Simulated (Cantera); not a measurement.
A closed system holds: 1 mol Fe(CO)5, 68 mol H2, at 75.0 Torr.

Cantera equilibrium calculation (NASA polynomials, part measured and part estimated; ideal gas, pure solids and liquids). Candidate condensed phases: C, C6H6, C7H8, C8H18, Fe, Fe(CO)5, FeO, Fe(OH)2, Fe(OH)3, Fe2O3, Fe3O4, H2O; 114 gas species. Kinetics and transport are ignored.

Task: Which condensed phases are stable at each of these points (T (°C)): 727, 777, 827, 877, 927, 977, 1027, 1077, 1127, 1177?

Result: 
```json
[
 {"T (°C)": "727", "condensed phases": "Fe(α)", "Fe condensed (%)": "100.0"},
 {"T (°C)": "777", "condensed phases": "Fe(α)", "Fe condensed (%)": "100.0"},
 {"T (°C)": "827", "condensed phases": "Fe(α)", "Fe condensed (%)": "100.0"},
 {"T (°C)": "877", "condensed phases": "Fe(α)", "Fe condensed (%)": "100.0"},
 {"T (°C)": "927", "condensed phases": "Fe(γ)", "Fe condensed (%)": "100.0"},
 {"T (°C)": "977", "condensed phases": "Fe(γ)", "Fe condensed (%)": "100.0"},
 {"T (°C)": "1027", "condensed phases": "Fe(γ)", "Fe condensed (%)": "100.0"},
 {"T (°C)": "1077", "condensed phases": "Fe(γ)", "Fe condensed (%)": "100.0"},
 {"T (°C)": "1127", "condensed phases": "Fe(γ)", "Fe condensed (%)": "100.0"},
 {"T (°C)": "1177", "condensed phases": "Fe(γ)", "Fe condensed (%)": "100.0"}
]
```

From 727 °C to 877 °C the condensed part is Fe(α). From 927 °C to 1177 °C the condensed part is Fe(γ).
